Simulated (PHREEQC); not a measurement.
Make-up at 20 °C: 5.1 mmol/kgw NH4HF2, 13 mmol/kgw (NH4)2SiF6, 31 mmol/kgw HBF4 and 3.3 mmol/kgw HCl. Closed to the air; pH follows from the charge balance.

Equilibrium calculation in PHREEQC: ion-association model, wateq4f.dat.

Question: The ionic strength comes out as 0.0733 mol/kgw. What activity coefficients do NH4+, BF2(OH)2-, HF2-, SiF6-2, F- get?

Answer: NH4+ 0.80, BF2(OH)2- 0.77, HF2- 0.79, SiF6-2 0.42, F- 0.79.

No solid was allowed to form. Species that the database lacks are ignored. SiF6-2 is the database's only silicon fluoride. Real BF4- forms and hydrolyses slowly; the run takes it at equilibrium.
